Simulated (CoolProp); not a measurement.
R11 at 448.98 K and 1.88 MPa flows at 0.13 m/s in a round tube of 6 mm bore and 0.25 µm roughness, fully developed (64/Re and Nu = 3.66 if laminar; Colebrook and Gnielinski if turbulent). Each further row changes one setting.

Computed with CoolProp (reference Helmholtz-energy equation of state, Jacobsen 1992).

```json
[
 {"case": "as stated", "Reynolds number": "4260", "Darcy friction factor": "0.0392", "pressure drop (Pa/m)": "4.77", "heat-transfer coefficient (W/(m² K))": "38.2", "mass flow (kg/h)": "1.14"},
 {"case": "velocity 0.26 m/s", "Reynolds number": "8510", "Darcy friction factor": "0.0323", "pressure drop (Pa/m)": "15.7", "heat-transfer coefficient (W/(m² K))": "71.6", "mass flow (kg/h)": "2.28"},
 {"case": "diameter 12 mm", "Reynolds number": "8510", "Darcy friction factor": "0.0323", "pressure drop (Pa/m)": "1.96", "heat-transfer coefficient (W/(m² K))": "35.8", "mass flow (kg/h)": "4.57"}
]
```

Viscosity comes from a separate model (Klein 1997), an estimate that may be off by 10 % or more. Thermal conductivity comes from a separate model (McLinden 2000), an estimate that may be off by 10 % or more.
